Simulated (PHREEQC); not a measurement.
Make-up at 20 °C: 71 mmol/kgw NH4HF2, 110 mmol/kgw H2SiF6, 5.1 mmol/kgw HBF4 and 12 mmol/kgw H2SO4. Closed to the air; pH follows from the charge balance.

Model: ion-association model, phreeqc.dat, run in PHREEQC.

```
quantity          before     after
---------------  -------  --------
pH                  0.88      1.53
HSO4- (mol/kgw)  0.00913   0.00133
SO4-2 (mol/kgw)  0.00242  0.000993
F- (mol/kgw)     0.00125  0.000871
```

Name the change that produced these shifts.
A. diluted 5-fold with water
B. H2SiF6 left out
C. H2SO4 from 0.012 to 0.018 mol/kgw
D. temperature from 20 to 35 °C
E. H2SiF6 replaced by NaHF2 at the same molality

A, diluted 5-fold with water

No solid was allowed to form. SiF6-2 is the database's only silicon fluoride. Real BF4- forms and hydrolyses slowly; the run takes it at equilibrium.
